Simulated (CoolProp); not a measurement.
R22 along the isobar 191 bar: fugacity coefficient from the reference equation and from simpler models built on Tc = 96.1 °C, pc = 49.90 bar, ω = 0.221; each cubic takes its own stable root.

Values from CoolProp's reference Helmholtz-energy equation of state, Kamei 1995.

```json
[
 {"T (°C)": "2.65", "phase": "liquid", "reference": "0.04363"},
 {"T (°C)": "8.25", "phase": "liquid", "reference": "0.05096"},
 {"T (°C)": "13.85", "phase": "liquid", "reference": "0.05906"},
 {"T (°C)": "19.35", "phase": "liquid", "reference": "0.06776"},
 {"T (°C)": "24.95", "phase": "liquid", "reference": "0.07740"},
 {"T (°C)": "30.55", "phase": "liquid", "reference": "0.08782"},
 {"T (°C)": "36.05", "phase": "liquid", "reference": "0.09882"},
 {"T (°C)": "41.65", "phase": "liquid", "reference": "0.1108"},
 {"T (°C)": "47.15", "phase": "liquid", "reference": "0.1233"},
 {"T (°C)": "52.75", "phase": "liquid", "reference": "0.1367"},
 {"T (°C)": "58.35", "phase": "liquid", "reference": "0.1509"},
 {"T (°C)": "63.85", "phase": "liquid", "reference": "0.1654"}
]
```

How far does each simpler model (van der Waals, Redlich-Kwong, Soave-Redlich-Kwong, Peng-Robinson) lie from the reference over these 12 states: mean and median of the absolute difference, and the worst?


- van der Waals: mean 119.0 %, median 109.5 %, worst +211.9 % at 2.65 °C and 191 bar
- Redlich-Kwong: mean 28.5 %, median 27.6 %, worst +42.7 % at 2.65 °C and 191 bar
- Soave-Redlich-Kwong: mean 7.8 %, median 7.9 %, worst +8.3 % at 63.85 °C and 191 bar
- Peng-Robinson: mean 0.9 %, median 0.9 %, worst -1.1 % at 2.65 °C and 191 bar
